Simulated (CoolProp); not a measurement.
A closed Brayton cycle with carbon dioxide: compressor inlet 332.15 K and 8.5 MPa, high pressure 20.8 MPa, turbine inlet 645 K, compressor efficiency 0.8, turbine efficiency 0.93, recuperator effectiveness 0.9 (on enthalpy, no pinch check). Each further row changes one setting.

The numbers come from the reference Helmholtz-energy equation of state, Span 1996 in CoolProp.

```csv
case,thermal efficiency (%),net work (kJ/kg),compressor to turbine work,compressor exit (K),turbine exit (K)
as stated,23.0,39.6,0.57,411.7,548.7
turbine inlet 595 K,…,…,0.63,411.7,…
compressor inlet 342.15 K,20.9,34.1,0.63,426.5,548.7
high pressure 17.7 MPa,23.0,…,0.54,396.8,565.8
recuperator effectiveness 0.5,16.8,39.6,0.57,411.7,548.7
```

Question: What belongs in the gaps?

Answer: 
- turbine inlet 595 K, thermal efficiency (%): 19.2
- turbine inlet 595 K, net work (kJ/kg): 30.3
- turbine inlet 595 K, turbine exit (K): 502.5
- high pressure 17.7 MPa, net work (kJ/kg): 35.3
